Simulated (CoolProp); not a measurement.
Vapour-liquid equilibrium of R22 (1) + benzene (2) at 309.1 K; x and y are mole fractions of (1).

Computed with CoolProp (multi-fluid Helmholtz-energy mixture model, Kamei 1995 and Thol 2012; pair parameters Bell 2016).

| x | bubble pressure, mixture model (MPa) | bubble pressure, Raoult's law (MPa) | y, mixture model | y, Raoult's law |
|---|---|---|---|---|
| 0.05 | 0.1002 | 0.08895 | 0.797 | 0.780 |
| 0.125 | 0.2051 | 0.1915 | 0.904 | 0.906 |
| 0.2 | 0.2995 | 0.2940 | 0.937 | 0.944 |
| 0.275 | 0.3886 | 0.3965 | 0.953 | 0.962 |
| 0.35 | 0.4763 | 0.4990 | 0.964 | 0.973 |
| 0.425 | 0.5650 | 0.6015 | 0.971 | 0.980 |
| 0.5 | 0.6567 | 0.7041 | 0.977 | 0.985 |
| 0.575 | 0.7523 | 0.8066 | 0.982 | 0.989 |
| 0.65 | 0.8525 | 0.9091 | 0.986 | 0.992 |
| 0.725 | 0.9573 | 1.012 | 0.990 | 0.994 |
| 0.8 | 1.067 | 1.114 | 0.993 | 0.996 |
| 0.875 | 1.181 | 1.217 | 0.996 | 0.998 |
| 0.95 | 1.301 | 1.319 | 0.998 | 0.999 |

The largest gap from Raoult's law is +12.6 % in bubble pressure, at x = 0.05. No azeotrope shows between x = 0.05 and 0.95.

The pair parameters rest on a limited set of measurements; away from them the model extrapolates. The gap from Raoult's law changes sign with composition, which may be real or a fault of the pair parameters; it wasn't checked against measurements.
